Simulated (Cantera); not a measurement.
Source: NASA polynomial tables (part measured, part estimated), evaluated in Cantera. Values are per mole of reaction as written; species without (g) are pure solids or liquids, kept so even where they would boil at 1 bar.

SO2(g) + 3 Pb(g) ⇌ 2 PbO + PbS

```json
[
 {"T (K)": "300", "ΔH° (kJ)": "-825.8", "ΔS° (J/K)": "-550.1", "ΔG° (kJ)": "-660.8", "log10 K": "115.06", "condensed phases": "PbO(red), PbS(s)"},
 {"T (K)": "825", "ΔH° (kJ)": "-799.7", "ΔS° (J/K)": "-501.1", "ΔG° (kJ)": "-386.3", "log10 K": "24.46", "condensed phases": "PbO(yellow), PbS(s)"},
 {"T (K)": "925", "ΔH° (kJ)": "-794.6", "ΔS° (J/K)": "-495.2", "ΔG° (kJ)": "-336.5", "log10 K": "19.00", "condensed phases": "PbO(yellow), PbS(s)"},
 {"T (K)": "1025", "ΔH° (kJ)": "-789.2", "ΔS° (J/K)": "-489.6", "ΔG° (kJ)": "-287.3", "log10 K": "14.64", "condensed phases": "PbO(yellow), PbS(s)"},
 {"T (K)": "1125", "ΔH° (kJ)": "-783.4", "ΔS° (J/K)": "-484.3", "ΔG° (kJ)": "-238.6", "log10 K": "11.08", "condensed phases": "PbO(yellow), PbS(s)"},
 {"T (K)": "1225", "ΔH° (kJ)": "[?]", "ΔS° (J/K)": "[?]", "ΔG° (kJ)": "[?]", "log10 K": "[?]", "condensed phases": "PbO(l), PbS(s)"},
 {"T (K)": "1325", "ΔH° (kJ)": "-718.7", "ΔS° (J/K)": "-429.1", "ΔG° (kJ)": "-150.2", "log10 K": "5.92", "condensed phases": "PbO(l), PbS(s)"},
 {"T (K)": "1425", "ΔH° (kJ)": "[?]", "ΔS° (J/K)": "[?]", "ΔG° (kJ)": "[?]", "log10 K": "[?]", "condensed phases": "PbO(l), PbS(l)"},
 {"T (K)": "1525", "ΔH° (kJ)": "[?]", "ΔS° (J/K)": "[?]", "ΔG° (kJ)": "[?]", "log10 K": "[?]", "condensed phases": "PbO(l), PbS(l)"}
]
```

Task: Complete the blanks.

Result: 
- 1225, ΔH° (kJ): -725.7
- 1225, ΔS° (J/K): -434.6
- 1225, ΔG° (kJ): -193.3
- 1225, log10 K: 8.24
- 1425, ΔH° (kJ): -692.7
- 1425, ΔS° (J/K): -410.3
- 1425, ΔG° (kJ): -108.0
- 1425, log10 K: 3.96
- 1525, ΔH° (kJ): -685.1
- 1525, ΔS° (J/K): -405.2
- 1525, ΔG° (kJ): -67.3
- 1525, log10 K: 2.30
